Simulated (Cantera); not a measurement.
Charge: 1 mol MgO, 0.11 mol O₂, 3.2 mol CO₂, 0.42 mol H₂S, at 873.15 K and 33.0 mbar.

Cantera equilibrium calculation (NASA polynomials, part measured and part estimated; ideal gas, pure solids and liquids). Candidate condensed phases: C, C₆H₆, C₇H₈, C₈H₁₈, H₂O, H₂SO₄, Mg, MgCO₃, MgO, Mg(OH)₂, MgS, MgSO₄, S; 130 gas species. Gases not in the tables: S₃ to S₇. Rates play no part.

Base state: CO₂ 0.840, H₂O 0.0703, H₂S 0.0399, S₂ 0.0325, CO 0.00839, COS 0.00574, H₂ 0.00187, SO₂ 0.00124 (mole fractions); condensed: MgO(s).

Q: What changes in the equilibrium state with this change: temperature from 873.15 K to 1750 K?

A: 
| species | before | after |
|---|---|---|
| CO₂ | 0.840 | 0.553 |
| CO | 0.00839 | 0.239 |
| SO₂ | 0.00124 | 0.0986 |
| H₂S | 0.0399 | 6.24e-5 |
| S₂ | 0.0325 | 0.000579 |
| H₂ | 0.00187 | 0.0111 |
| H₂O | 0.0703 | 0.0927 |
| H | <1e-9 | 0.000135 |
| OH | <1e-9 | 6.61e-5 |
| S | <1e-9 | 6.50e-5 |
| SO | 2.76e-7 | 0.00394 |
| COS | 0.00574 | 4.67e-5 |
| MgO(s), mol | 1.00 | 1.000 |

Q: What changes in the equilibrium state with this change: H₂S from 0.42 to 3.5 mol?

A: 
```json
[
 {"species": "CO₂", "before": "0.840", "after": "0.405"},
 {"species": "H₂S", "before": "0.0399", "after": "0.399"},
 {"species": "H₂O", "before": "0.0703", "after": "0.0853"},
 {"species": "CO", "before": "0.00839", "after": "0.0303"},
 {"species": "H₂", "before": "0.00187", "after": "0.0170"},
 {"species": "COS", "before": "0.00574", "after": "0.0228"},
 {"species": "S₂", "before": "0.0325", "after": "0.0394"},
 {"species": "SO₂", "before": "0.00124", "after": "2.42e-5"},
 {"species": "CS₂", "before": "9.38e-6", "after": "0.000308"},
 {"species": "MgO(s), mol", "before": "1.00", "after": "1.00"}
]
```

Q: What changes in the equilibrium state with this change: H₂S from 0.42 to 0.54 mol?

A: 
```csv
species,before,after
CO₂,0.840,0.806
H₂O,0.0703,0.0748
H₂S,0.0399,0.0617
CO,0.00839,0.0114
S₂,0.0325,0.0344
CS₂,9.38e-6,1.90e-5
SO₂,0.00124,0.000639
H₂,0.00187,0.00281
COS,0.00574,0.00800
"MgO(s), mol",1.00,1.00
```
